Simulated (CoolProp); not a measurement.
A single-stage vapour-compression cycle with R13: evaporating at 198.15 K (dew point), condensing at 228.15 K (bubble point), superheat 5 K, subcooling 0 K, compressor efficiency 0.7, no pressure losses. Each further row changes one setting.

Computed with CoolProp (reference Helmholtz-energy equation of state, Platzer 1990). This equation is an older, rougher fit; its heat capacities, sound speeds and derivatives of the liquid may be far off and weren't checked against measurements.

| case | cooling COP | pressure ratio | discharge temperature (K) | refrigerating effect (kJ/kg) | volumetric capacity (kJ/m³) |
|---|---|---|---|---|---|
| as stated | 3.97 | 3.58 | 262.7 | 121 | 1110 |
| evaporating temperature 203.15 K | 4.99 | ? | 256.8 | ? | 1410 |
| condensing temperature 223.15 K | 4.89 | 2.97 | 253.7 | 126 | 1150 |
| subcooling 5 K | ? | 3.58 | 262.7 | 126 | 1150 |
| superheat 15 K | 3.93 | 3.58 | ? | 126 | 1090 |
| compressor efficiency 0.6 | ? | 3.58 | 270.5 | 121 | 1110 |

### Question
Fill in the missing entries.

### Answer

- evaporating temperature 203.15 K, pressure ratio: 2.81
- evaporating temperature 203.15 K, refrigerating effect (kJ/kg): 123
- subcooling 5 K, cooling COP: 4.12
- superheat 15 K, discharge temperature (K): 273.8
- compressor efficiency 0.6, cooling COP: 3.40
